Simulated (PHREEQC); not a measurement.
Synthetic water in mmol/kgw, 25 °C, pH 6.81, pe -0.2:

```json
[
 {"constituent": "Na", "mmol/kgw": "0.00147"},
 {"constituent": "K", "mmol/kgw": "7.35e-07"},
 {"constituent": "Ca", "mmol/kgw": "0.000626"},
 {"constituent": "Mg", "mmol/kgw": "2.45e-05"},
 {"constituent": "Cl", "mmol/kgw": "0.000136"},
 {"constituent": "S(6)", "mmol/kgw": "0.000376"},
 {"constituent": "Alkalinity (meq/kgw)", "mmol/kgw": "0.0019"},
 {"constituent": "Si", "mmol/kgw": "2.68e-05"},
 {"constituent": "Mn(2)", "mmol/kgw": "5.19e-06"}
]
```

Na is adjusted to close the charge balance.
Valence states are taken as typed.

Model: ion-association model, wateq4f.dat, run in PHREEQC.

```tsv
quantity	before	after
ionic strength (mol/kgw)	3.98e-6	3.90e-6
HCO3- (mol/kgw)	1.99e-6	1.85e-6
CO2 (mol/kgw)	6.91e-7	3.22e-7
CO3-2 (mol/kgw)	6.07e-10	1.12e-9
CaSO4 (mol/kgw)	4.61e-11	4.61e-11
CaHCO3+ (mol/kgw)	1.57e-11	1.46e-11
SI of Quartz (SiO2)	-3.59	-3.59
```

Problem. What was changed between the two runs?
A. all concentrations times 2 at the same typed pH
B. Cl from 0.000136 to 6.8e-05 mmol/kgw
C. temperature from 25 to 70 °C at the same typed pH
D. pH from 6.81 to 5.81 at the same alkalinity
E. pH from 6.81 to 7.11 at the same alkalinity

Solution. E, pH from 6.81 to 7.11 at the same alkalinity

No solid was allowed to form.
